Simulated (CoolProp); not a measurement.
Vapour-liquid equilibrium of R134a (1) + R142b (2) at 0.0108 MPa; x and y are mole fractions of (1).

Values from CoolProp's multi-fluid Helmholtz-energy mixture model, Tillner-Roth 1994 and Lemmon 2006; pair parameters Bell 2016.

```
x      bubble temperature, mixture model (K)  bubble temperature, Raoult's law (K)  y, mixture model  y, Raoult's law
-----  -------------------------------------  ------------------------------------  ----------------  ---------------
0.05                                   218.2                                 218.6             0.127            0.104
0.125                                  216.4                                 217.3             0.280            0.240
0.2                                    214.9                                 216.1             0.399            0.357
0.275                                  213.7                                 215.0             0.494            0.457
0.35                                   212.6                                 214.0             0.573            0.545
0.425                                  211.7                                 213.1             0.639            0.622
0.5                                    210.9                                 212.2             0.696            0.691
0.575                                  210.2                                 211.3             0.747            0.752
0.65                                   209.6                                 210.5             0.794            0.806
0.725                                  209.0                                 209.8             0.837            0.855
0.8                                    208.5                                 209.1             0.880            0.900
0.875                                  208.1                                 208.4             0.923            0.940
0.95                                   207.6                                 207.8             0.968            0.977
```

The largest gap from Raoult's law is -1.4 K in bubble temperature, at x = 0.35. No azeotrope shows between x = 0.05 and 0.95.

Pair parameters are fitted to limited data, so mixtures are less certain than the pure fluids.
